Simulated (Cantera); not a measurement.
**MgO + SO3 + H2O (roasting and sulfation)**

Charge: 1 mol MgO, 2.3 mol SO3, 7.5 mol H2O, at 56.0 mbar.

Method: chemical equilibrium by Gibbs-energy minimisation in Cantera with the NASA 1993 tables (ideal gas, pure condensed phases). Candidate condensed phases: H2O, H2SO4, Mg, MgO, Mg(OH)2, MgS, MgSO4, S; 26 gas species. Rates play no part.

From 650 K to 1050 K the condensed part is MgSO4(s). From 1150 K to 1550 K the condensed part is MgO(s).

| T (K) | log p H2O | log p SO2 | log p SO3 | log p O2 | log p H2SO4 | n MgSO4(s) | n MgO(s) |
|---|---|---|---|---|---|---|---|
| 650 | -1.32 | -3.34 | -2.14 | -3.64 | -3.22 | 1.00 | 0 |
| 750 | -1.33 | -2.69 | -2.22 | -2.99 | -4.32 | 1.00 | 0 |
| 850 | -1.34 | -2.33 | -2.49 | -2.63 | -5.36 | 1.00 | 0 |
| 950 | -1.35 | -2.18 | -2.90 | -2.49 | -6.37 | 1.00 | 0 |
| 1050 | -1.35 | -2.14 | -3.34 | -2.44 | -7.28 | 1.00 | 0 |
| 1150 | -1.41 | -1.94 | -3.47 | -2.24 | -7.85 | 0 | 1.00 |
| 1250 | -1.42 | -1.93 | -3.81 | -2.24 | -8.51 | 0 | 1.00 |
| 1350 | -1.42 | -1.93 | -4.11 | -2.23 | -9.07 | 0 | 1.00 |
| 1450 | -1.42 | -1.93 | -4.36 | -2.23 | -9.55 | 0 | 1.000 |
| 1550 | -1.42 | -1.93 | -4.58 | -2.23 | -9.96 | 0 | 1.000 |
log p: log10 of the partial pressure in bar; n: condensed amount in mol.
